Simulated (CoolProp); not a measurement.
trans-2-butene along the isotherm 525 K: Z from the reference equation and from simpler models built on Tc = 428.6 K, pc = 4.019 MPa, ω = 0.210; each cubic takes its own stable root.

The numbers come from the reference Helmholtz-energy equation of state, Lemmon 2005 in CoolProp. It is a short technical equation, of lower accuracy than the large ones.

| p (MPa) | phase | reference |
|---|---|---|
| 0.0635 | gas | 0.9972 |
| 0.107 | gas | 0.9953 |
| 0.181 | gas | 0.9921 |
| 0.305 | gas | 0.9866 |
| 0.515 | gas | 0.9773 |
| 0.87 | gas | 0.9614 |
| 1.47 | gas | 0.9341 |
| 2.48 | gas | 0.8871 |
| 4.18 | supercritical | 0.8056 |
| 7.06 | supercritical | 0.6736 |
| 11.9 | supercritical | 0.5809 |
| 20.1 | supercritical | 0.7035 |

Problem. How far does each simpler model (van der Waals, Redlich-Kwong, Soave-Redlich-Kwong, Peng-Robinson) lie from the reference over these 12 states: mean and median of the absolute difference, and the worst?

Solution. 
- van der Waals: mean 3.4 %, median 0.2 %, worst +20.8 % at 525 K and 20.1 MPa
- Redlich-Kwong: mean 1.2 %, median 0.3 %, worst +5.1 % at 525 K and 20.1 MPa
- Soave-Redlich-Kwong: mean 2.7 %, median 0.3 %, worst +12.6 % at 525 K and 11.9 MPa
- Peng-Robinson: mean 0.9 %, median 0.4 %, worst +5.1 % at 525 K and 11.9 MPa
